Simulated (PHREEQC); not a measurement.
FeCl3 is added in steps, without added water, to 1 kg of water holding 1.3 mmol/kgw KOH, 0.0022 mmol/kgw H4SiO4 and 0.21 mmol/kgw KH2PO4, at 20 °C. Oxygen is held at 0.21 atm. The system is closed to CO2. Solids allowed: Fe(OH)3(a), Strengite, SiO2(a). Others were left out.

Base run: PHREEQC, ion-association model, wateq4f.dat. Each further column changes one thing. The table gives Fe(OH)3(a) (mol).

```
FeCl3 added (mol)      base  all activity coefficients set to 1  Davies equation for every ion  metal-ligand complexes left out  Debye-Hückel limiting law
-----------------  --------  ----------------------------------  -----------------------------  -------------------------------  -------------------------
0                         0                                   0                              0                                0                          0
0.0003             0.000300                            0.000300                       0.000300                         0.000300                   0.000300
0.00045            0.000342                            0.000343                       0.000342                         0.000342                   0.000342
0.00075            0.000387                            0.000393                       0.000387                         0.000387                   0.000387
0.0009             0.000406                            0.000416                       0.000406                         0.000406                   0.000405
0.0012             0.000410                            0.000431                       0.000411                         0.000409                   0.000409
0.00135            0.000402                            0.000430                       0.000404                         0.000402                   0.000402
0.00165            0.000376                            0.000417                       0.000380                         0.000374                   0.000375
0.0018             0.000358                            0.000407                       0.000364                         0.000356                   0.000358
0.0021             0.000318                            0.000382                       0.000326                         0.000312                   0.000318
0.00225            0.000294                            0.000368                       0.000305                         0.000287                   0.000295
0.00255            0.000244                            0.000337                       0.000258                         0.000233                   0.000245
0.0027             0.000216                            0.000320                       0.000233                         0.000203                   0.000218
0.003              0.000157                            0.000286                       0.000181                         0.000139                   0.000159
```

H3PO4, which wateq4f.dat lacks, is added to it with the constant of phreeqc.dat.
